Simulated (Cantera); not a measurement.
Cantera with NASA thermochemical tables; ideal gases at 1 bar, condensed phases pure. Values are per mole of reaction as written; species without (g) are pure solids or liquids, kept so even where they would boil at 1 bar.

Q: Between 673 and 1073 K, where is each reaction favourable under standard conditions?
- 6 N2O(g) + 2 Cr2N = 2 Cr2O3 + 7 N2(g)

A: 
- 6 N2O(g) + 2 Cr2N = 2 Cr2O3 + 7 N2(g): ΔG° is -2550 kJ at 673 K and -2577 kJ at 1073 K; it stays negative (K > 1). ΔH° is -2509 kJ and ΔS° 63 J/K at 1073 K.
